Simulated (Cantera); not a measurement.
Feed: 1 mol Ta(OEt)₅, 0.77 mol H₂O, 370 mol H₂, 9.2 mol O₂, held at 2623 K and 7130 Torr.

These are equilibrium values from Cantera (NASA tables, ideal gas, pure condensed phases), not measurements of a reactor. Candidate condensed phases: C, C₆H₆, C₇H₈, C₈H₁₈, H₂O, Ta, TaC, Ta₂O₅; 113 gas species. The feed counts by its element totals alone. Kinetics and transport are ignored.

Base state: H₂ 0.932, H₂O 0.0293, CO 0.0251, H 0.0132, CO₂ 0.000121, TaO₂ 0.000112, OH 9.84e-5 (mole fractions); condensed: Ta₂O₅(l).

Question: What changes in the equilibrium state with this change: pressure from 7130 Torr to 1.00 Torr?

Answer: 
```csv
species,before,after
H,0.0132,0.647
H₂,0.932,0.314
CO,0.0251,0.0169
H₂O,0.0293,0.00961
TaO₂,0.000112,0.00156
O,8.98e-7,0.00622
O₂,1.15e-8,7.74e-5
"Ta₂O₅(l), mol",0.476,0
```

Question: What changes in the equilibrium state with this change: pressure from 7130 Torr to 750 Torr?

Answer: 
| species | before | after |
|---|---|---|
| H₂ | 0.932 | 0.904 |
| H | 0.0132 | 0.0401 |
| H₂O | 0.0293 | 0.0293 |
| TaO₂ | 0.000112 | 0.00105 |
| CO | 0.0251 | 0.0248 |
| TaO | 9.64e-6 | 8.78e-5 |
| OH | 9.84e-5 | 0.000307 |
| CO₂ | 0.000121 | 0.000123 |
| Ta₂O₅(l), mol | 0.476 | 0.272 |
